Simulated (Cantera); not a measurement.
Feed: 1 mol trisilylamine, 36 mol N₂, at 100 Torr.

Cantera equilibrium calculation (NASA polynomials, part measured and part estimated; ideal gas, pure solids and liquids). Candidate condensed phases: Si, Si₃N₄; 18 gas species. The feed counts by its element totals alone. Kinetics and transport are ignored.

Problem. At 1673 K, list the 3 most abundant gas species with their mole fractions, and the condensed phases.

Solution. N₂ 0.885, H₂ 0.115, H 0.000106. Condensed: Si₃N₄(s).
